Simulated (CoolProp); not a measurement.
Vapour pressure (kPa) of cyclopentane: the reference equation beside estimates from Tc = 511.7 K, pc = 4583 kPa, ω = 0.202. Clausius-Clapeyron is anchored at 404.4 K with a constant enthalpy of vaporisation of 22.14 kJ/mol.

Computed with CoolProp (reference Helmholtz-energy equation of state, Gedanitz 2015).

```json
[
 {"T (K)": "379", "reference": "477.4", "Lee-Kesler": "480.4", "Clausius-Clapeyron": "527.8", "Redlich-Kwong": "634.0", "Soave-Redlich-Kwong": "480.7", "Peng-Robinson": "476.8"},
 {"T (K)": "384.1", "reference": "535.5", "Lee-Kesler": "539.6", "Clausius-Clapeyron": "579.4", "Redlich-Kwong": "703.3", "Soave-Redlich-Kwong": "540.2", "Peng-Robinson": "535.3"},
 {"T (K)": "389.2", "reference": "598.8", "Lee-Kesler": "603.9", "Clausius-Clapeyron": "634.5", "Redlich-Kwong": "777.9", "Soave-Redlich-Kwong": "605.0", "Peng-Robinson": "599.1"},
 {"T (K)": "394.2", "reference": "666.1", "Lee-Kesler": "672.3", "Clausius-Clapeyron": "692.1", "Redlich-Kwong": "856.1", "Soave-Redlich-Kwong": "674.0", "Peng-Robinson": "667.0"},
 {"T (K)": "399.3", "reference": "740.4", "Lee-Kesler": "747.7", "Clausius-Clapeyron": "754.4", "Redlich-Kwong": "941.5", "Soave-Redlich-Kwong": "750.3", "Peng-Robinson": "742.0"},
 {"T (K)": "404.4", "reference": "820.6", "Lee-Kesler": "829.2", "Clausius-Clapeyron": "820.6", "Redlich-Kwong": "1033", "Soave-Redlich-Kwong": "832.9", "Peng-Robinson": "823.2"},
 {"T (K)": "409.5", "reference": "907.1", "Lee-Kesler": "917.0", "Clausius-Clapeyron": "890.7", "Redlich-Kwong": "1129", "Soave-Redlich-Kwong": "921.9", "Peng-Robinson": "910.9"},
 {"T (K)": "414.6", "reference": "1000", "Lee-Kesler": "1011", "Clausius-Clapeyron": "964.9", "Redlich-Kwong": "1233", "Soave-Redlich-Kwong": "1018", "Peng-Robinson": "1005"},
 {"T (K)": "419.7", "reference": "1100", "Lee-Kesler": "1113", "Clausius-Clapeyron": "1043", "Redlich-Kwong": "1342", "Soave-Redlich-Kwong": "1121", "Peng-Robinson": "1107"},
 {"T (K)": "424.7", "reference": "1205", "Lee-Kesler": "1219", "Clausius-Clapeyron": "1124", "Redlich-Kwong": "1455", "Soave-Redlich-Kwong": "1229", "Peng-Robinson": "1214"},
 {"T (K)": "429.8", "reference": "1320", "Lee-Kesler": "1335", "Clausius-Clapeyron": "1211", "Redlich-Kwong": "1578", "Soave-Redlich-Kwong": "1347", "Peng-Robinson": "1331"}
]
```

Absolute difference from the reference over all 11 rows, mean and median: Lee-Kesler 1.0 and 1.0 %, Clausius-Clapeyron 5.1 and 5.2 %, Redlich-Kwong 26.0 and 25.9 %, Soave-Redlich-Kwong 1.5 and 1.5 %, Peng-Robinson 0.4 and 0.3 %.
